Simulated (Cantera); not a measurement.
An isothermal, constant-pressure homogeneous reactor starts with 27.3 % H₂, 22.7 % O₂, 50.0 % N₂, equivalence ratio 0.60, at 1150 K and 100.0 Torr.

Detailed kinetics in Cantera: GRI-Mech 3.0 (53 species, 325 reactions). The temperature is held fixed by assumption; the heat of reaction is taken as removed at once.

One state of this run: x H₂ = 1.15e-8; x O₂ = 0.105; x O = 7.45e-9; x H₂O = 0.316; x OH = 3.66e-6. x: mole fraction; the columns are a selection and need not sum to one.

### Question
Which value of t (s) does it belong to?
A) 0.00364
B) 3.78
C) 0.0265
D) 27.5

### Answer
D, 27.5
